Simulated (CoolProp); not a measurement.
Vapour-liquid equilibrium of n-butane (1) + cyclohexane (2) at 41.25 °C; x and y are mole fractions of (1).

Model: multi-fluid Helmholtz-energy mixture model, Bücker 2006 and Zhou 2014; pair parameters Bell 2016, in CoolProp.

```
x     bubble pressure (kPa)  y at the bubble point  dew pressure at overall composition x (kPa)  liquid density (mol/L)
----  ---------------------  ---------------------  -------------------------------------------  ----------------------
0.05                  39.10                  0.367                                        27.15                   9.058
0.15                  70.08                  0.682                                        30.04                   9.148
0.25                  105.7                  0.813                                        33.63                   9.231
0.35                    [?]                  0.881                                        38.20                     [?]
0.45                  183.3                  0.920                                        44.23                   9.374
0.55                  222.3                  0.946                                        52.56                   9.433
0.65                  260.3                  0.963                                        64.83                   9.480
0.75                  297.4                    [?]                                        84.81                   9.514
0.85                  334.2                    [?]                                        123.4                     [?]
0.95                  372.0                  0.996                                          [?]                     [?]
```

### Question
Complete the blanks.

### Answer

- 0.35, bubble pressure (kPa): 144.0
- 0.35, liquid density (mol/L): 9.307
- 0.75, y at the bubble point: 0.976
- 0.85, y at the bubble point: 0.986
- 0.85, liquid density (mol/L): 9.532
- 0.95, dew pressure at overall composition x (kPa): 231.1
- 0.95, liquid density (mol/L): 9.531

No azeotrope shows between x = 0.05 and 0.95.

Pair parameters are fitted to limited data, so mixtures are less certain than the pure fluids.
